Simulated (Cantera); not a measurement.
Feed: 1 mol Si, 5.3 mol NF3, 0.21 mol H2, equilibrated at 1698.15 K and 0.170 bar.

These are equilibrium values from Cantera (NASA tables, ideal gas, pure condensed phases), not measurements of a reactor. Equilibrium is a limit: real reactors are often held back by kinetics, nucleation or transport.

```json
[
 {"species": "F", "before": "0.735", "after": "0.738"},
 {"species": "N2", "before": "0.171", "after": "0.170"},
 {"species": "SiF4", "before": "0.0645", "after": "0.0643"},
 {"species": "F2", "before": "0.00258", "after": "4.14e-7"},
 {"species": "HF", "before": "0.0271", "after": "0.0270"}
]
```
Gas species are given as mole fractions.

Problem. What was changed between the two runs?
(A) temperature from 1698.15 K to 1500 K
(B) temperature from 1698.15 K to 1050 K
(C) temperature from 1698.15 K to 1650 K
(D) pressure from 0.170 bar to 2.70 Pa

Solution. D, pressure from 0.170 bar to 2.70 Pa
